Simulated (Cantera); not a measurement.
**Premixed flame**

A freely propagating, adiabatic, planar premixed flame of 24.2 % H₂, 15.9 % O₂, 59.8 % N₂, equivalence ratio 0.76, unburnt at 300 K and 1500 Torr; mixture-averaged transport, grid criteria slope 0.08 and curve 0.16, no radiation.

Model: the H2/O2 subset of GRI-Mech 3.0, which has no nitrogen chemistry, integrated in Cantera. Burning velocities carry a grid error of a few per cent, more on coarse grids.

```json
[
 {"z (mm)": "-0.455", "T (K)": "300", "u (m/s)": "1.28", "x H₂": "0.242", "x O₂": "0.159", "x O": "<1e-8", "x H₂O₂": "<1e-8", "x H₂O": "1.61e-8", "x H": "<1e-8"},
 {"z (mm)": "-0.303", "T (K)": "300", "u (m/s)": "1.28", "x H₂": "0.242", "x O₂": "0.160", "x O": "<1e-8", "x H₂O₂": "<1e-8", "x H₂O": "9.43e-7", "x H": "<1e-8"},
 {"z (mm)": "-0.227", "T (K)": "301", "u (m/s)": "1.28", "x H₂": "0.240", "x O₂": "0.160", "x O": "<1e-8", "x H₂O₂": "5.29e-8", "x H₂O": "8.59e-6", "x H": "<1e-8"},
 {"z (mm)": "-0.152", "T (K)": "305", "u (m/s)": "1.29", "x H₂": "0.233", "x O₂": "0.161", "x O": "4.67e-8", "x H₂O₂": "9.96e-7", "x H₂O": "0.000141", "x H": "<1e-8"},
 {"z (mm)": "-0.0758", "T (K)": "415", "u (m/s)": "1.68", "x H₂": "0.190", "x O₂": "0.166", "x O": "4.05e-6", "x H₂O₂": "6.76e-5", "x H₂O": "0.00919", "x H": "2.89e-6"},
 {"z (mm)": "-0.0379", "T (K)": "769", "u (m/s)": "3.01", "x H₂": "0.139", "x O₂": "0.154", "x O": "0.000206", "x H₂O₂": "0.000115", "x H₂O": "0.0522", "x H": "0.00113"},
 {"z (mm)": "0", "T (K)": "1182", "u (m/s)": "4.54", "x H₂": "0.0838", "x O₂": "0.121", "x O": "0.00205", "x H₂O₂": "3.21e-5", "x H₂O": "0.123", "x H": "0.00694"},
 {"z (mm)": "0.0379", "T (K)": "1465", "u (m/s)": "5.61", "x H₂": "0.0419", "x O₂": "0.0845", "x O": "0.00510", "x H₂O₂": "6.53e-6", "x H₂O": "0.185", "x H": "0.0121"},
 {"z (mm)": "0.0758", "T (K)": "1629", "u (m/s)": "6.22", "x H₂": "0.0226", "x O₂": "0.0647", "x O": "0.00646", "x H₂O₂": "3.44e-6", "x H₂O": "0.217", "x H": "0.0123"},
 {"z (mm)": "0.152", "T (K)": "1794", "u (m/s)": "6.82", "x H₂": "0.0127", "x O₂": "0.0536", "x O": "0.00572", "x H₂O₂": "1.73e-6", "x H₂O": "0.237", "x H": "0.00811"},
 {"z (mm)": "0.303", "T (K)": "1927", "u (m/s)": "7.29", "x H₂": "0.00797", "x O₂": "0.0498", "x O": "0.00348", "x H₂O₂": "9.33e-7", "x H₂O": "0.249", "x H": "0.00359"},
 {"z (mm)": "0.607", "T (K)": "2014", "u (m/s)": "7.58", "x H₂": "0.00406", "x O₂": "0.0481", "x O": "0.00167", "x H₂O₂": "5.50e-7", "x H₂O": "0.258", "x H": "0.00116"},
 {"z (mm)": "1.21", "T (K)": "2060", "u (m/s)": "7.73", "x H₂": "0.00166", "x O₂": "0.0477", "x O": "0.000670", "x H₂O₂": "3.29e-7", "x H₂O": "0.263", "x H": "0.000290"}
]
```
x: mole fraction of selected species; z is measured from the peak of heat release.

The laminar burning velocity comes out as 128 cm/s, the thermal thickness is 0.152 mm and the peak x(O) comes out as 0.00655. The peak x(H₂O₂) is 0.000125 and the peak x(H) is 0.0127. The grid points is 112.
